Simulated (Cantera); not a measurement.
Premixed flame

A freely propagating, adiabatic, planar premixed flame of H₂ : O₂ : N₂ = 1 : 0.357 : 1.57 (molar parts), equivalence ratio 1.4, unburnt at 698 K and 0.140 bar; mixture-averaged transport, grid criteria slope 0.08 and curve 0.16, no radiation.

Detailed kinetics in Cantera: the H2/O2 subset of GRI-Mech 3.0, which has no nitrogen chemistry. Burning velocities carry a grid error of a few per cent, more on coarse grids.

| z (mm) | T (K) | u (m/s) | x H₂ | x O₂ | x H | x H₂O₂ | x HO₂ | x O |
|---|---|---|---|---|---|---|---|---|
| -20.7 | 698 | 8.35 | 0.342 | 0.122 | <1e-8 | <1e-8 | <1e-8 | <1e-8 |
| -13.8 | 698 | 8.35 | 0.342 | 0.122 | <1e-8 | <1e-8 | <1e-8 | <1e-8 |
| -10.3 | 698 | 8.35 | 0.342 | 0.122 | <1e-8 | <1e-8 | <1e-8 | <1e-8 |
| -6.89 | 698 | 8.35 | 0.342 | 0.122 | 5.79e-7 | <1e-8 | 4.58e-7 | 1.15e-8 |
| -3.45 | 704 | 8.42 | 0.340 | 0.122 | 0.000556 | 1.32e-7 | 3.06e-5 | 1.31e-5 |
| -1.72 | 790 | 9.39 | 0.320 | 0.118 | 0.0109 | 1.64e-7 | 2.42e-5 | 0.000379 |
| 0 | 1132 | 13.1 | 0.174 | 0.0666 | 0.0845 | 4.57e-7 | 1.07e-5 | 0.00693 |
| 1.72 | 1379 | 15.8 | 0.0822 | 0.0160 | 0.118 | 4.78e-7 | 2.44e-6 | 0.00962 |
| 3.45 | 1480 | 16.8 | 0.0811 | 0.0119 | 0.110 | 4.16e-7 | 1.62e-6 | 0.00936 |
| 6.89 | 1606 | 18.1 | 0.0866 | 0.0102 | 0.0950 | 2.92e-7 | 1.20e-6 | 0.00877 |
| 13.8 | 1748 | 19.5 | 0.0921 | 0.00835 | 0.0788 | 1.67e-7 | 8.60e-7 | 0.00760 |
| 27.6 | 1899 | 20.9 | 0.0967 | 0.00633 | 0.0622 | 8.68e-8 | 5.93e-7 | 0.00597 |
| 55.1 | 2047 | 22.3 | 0.100 | 0.00437 | 0.0468 | 4.62e-8 | 4.05e-7 | 0.00418 |
x: mole fraction of selected species; z is measured from the peak of heat release.

```
Quantity                     Value
------------------------  --------
laminar burning velocity  835 cm/s
thermal thickness          6.89 mm
peak x(H)                    0.118
peak x(H₂O₂)               5.16e-7
peak x(HO₂)                3.08e-5
peak x(O)                  0.00973
```
